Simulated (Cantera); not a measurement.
A perfectly stirred reactor is fed with CH₄ : O₂ : N₂ = 1 : 2.74 : 10.3 (molar parts), at 0.450 bar; it is adiabatic with a 473 K inlet, and is followed from long to short residence time, starting on the burning branch (τ in s: 0.054, 0.02, 0.0078, 0.0029, 0.0011, 0.00042, 0.00016, 6.1e-05, 2.3e-05, 8.7e-06).

Computed with Cantera and GRI-Mech 3.0 (53 species, 325 reactions).

x: mole fraction; the columns are a selection and need not sum to one.

| τ (s) | T (K) | x CH₄ | x O₂ | x OH | x H₂O₂ | x NO | x H | x NO₂ |
|---|---|---|---|---|---|---|---|---|
| 0.054 | 1982 | 1.11e-5 | 0.0529 | 0.00397 | 6.30e-8 | ___ | 0.000301 | 4.92e-8 |
| 0.020 | 1954 | 2.15e-5 | 0.0535 | 0.00501 | 8.61e-8 | ___ | 0.000687 | 2.33e-8 |
| 0.0078 | 1913 | 4.09e-5 | 0.0546 | 0.00605 | 1.21e-7 | ___ | 0.00145 | 1.15e-8 |
| 0.0029 | 1855 | 8.51e-5 | 0.0562 | 0.00693 | 1.78e-7 | ___ | 0.00288 | 5.87e-9 |
| 0.0011 | 1782 | 0.000192 | 0.0588 | 0.00731 | 2.66e-7 | ___ | 0.00492 | 3.29e-9 |
| 0.00042 | 1696 | 0.000510 | 0.0633 | 0.00692 | 4.06e-7 | ___ | 0.00683 | 1.82e-9 |
| 0.00016 | 1563 | 0.00250 | 0.0774 | 0.00439 | 6.63e-7 | ___ | 0.00531 | 9.61e-10 |
| 6.1e-5 | 473 | 0.0712 | 0.195 | <1e-12 | <1e-12 | <1e-12 | <1e-12 | <1e-12 |
| 2.3e-5 | 473 | 0.0712 | 0.195 | <1e-12 | <1e-12 | <1e-12 | <1e-12 | <1e-12 |
| 8.7e-6 | 473 | 0.0712 | 0.195 | <1e-12 | <1e-12 | <1e-12 | <1e-12 | <1e-12 |

**Question.** What belongs in the gaps?

**Answer.** 
- 0.054, x NO: 0.000131
- 0.020, x NO: 8.01e-5
- 0.0078, x NO: 5.01e-5
- 0.0029, x NO: 3.16e-5
- 0.0011, x NO: 2.02e-5
- 0.00042, x NO: 1.14e-5
- 0.00016, x NO: 3.42e-6
